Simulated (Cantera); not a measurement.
A closed system holds: 1 mol Si₃N₄, 30 mol HF, held at 1200 K and 0.0133 bar.

Cantera equilibrium calculation (NASA polynomials, part measured and part estimated; ideal gas, pure solids and liquids). Candidate condensed phases: Si, Si₃N₄; 37 gas species. Equilibrium is a limit: real reactors are often held back by kinetics, nucleation or transport.

### Question
What is the equilibrium state?

### Answer
```
Property                             Result
--------------------------------  ---------
x(HF)                                 0.621
x(H₂)                                 0.207
x(SiF₄)                               0.103
x(N₂)                                0.0690
x(SiF₃)                             1.40e-6
x(SiHF₃)                            1.13e-6
gas amount                        29.00 mol
log10 activity of Si(s) (absent)     -13.84
```
